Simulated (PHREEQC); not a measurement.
A solution holds 1.1 mol LiBr and 0.13 mol MgSO4 per kg of water, at 25 °C and 100 atm. Closed to the air; pH follows from the charge balance.

Model: Pitzer model, pitzer.dat, run in PHREEQC.

```csv
quantity,before,after
MgOH+ (mol/kgw),4.85e-7,7.04e-8
HSO4- (mol/kgw),3.70e-7,3.98e-8
SI of Epsomite (MgSO4:7H2O),-1.86,-3.64
SI of Hexahydrite (MgSO4:6H2O),-2.12,-3.91
```

### Question
Name the change that produced these shifts.
(A) diluted 10-fold with water
(B) LiBr replaced by NaBr at the same molality
(C) MgSO4 from 0.13 to 0.013 mol/kgw
(D) temperature from 25 to 20 °C
(E) diluted 2-fold with water

### Answer
C, MgSO4 from 0.13 to 0.013 mol/kgw

No solid was allowed to form. Under pressure, the constants of complexes without a molar volume in the database are unreliable.
